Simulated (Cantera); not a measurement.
Feed: 1 mol Si, 0.24 mol CO, 12 mol N2, equilibrated at 1275 K and 1.30 bar.

Cantera equilibrium calculation (NASA polynomials, part measured and part estimated; ideal gas, pure solids and liquids). Candidate condensed phases: C, Si, SiC, SiO2, Si2N2O, Si3N4; 34 gas species. N2 is the only nitrogen source here; it is nearly inert below about 1500 K, so the nitride shown seldom forms there in practice. Mutual solubility and eutectic melting of coexisting phases are not modelled. The numbers say what is thermodynamically allowed, not how fast it happens.

Problem. What is the equilibrium state?

Solution. 
```json
{
  "x(N2)": "1.000",
  "n(C(graphite))": "0.240 mol",
  "n(Si2N2O(s))": "0.240 mol",
  "n(Si3N4(s))": "0.173 mol",
  "gas_amount": "11.41 mol",
  "log10 activity of Si(s) (absent)": "-4.47"
}
```
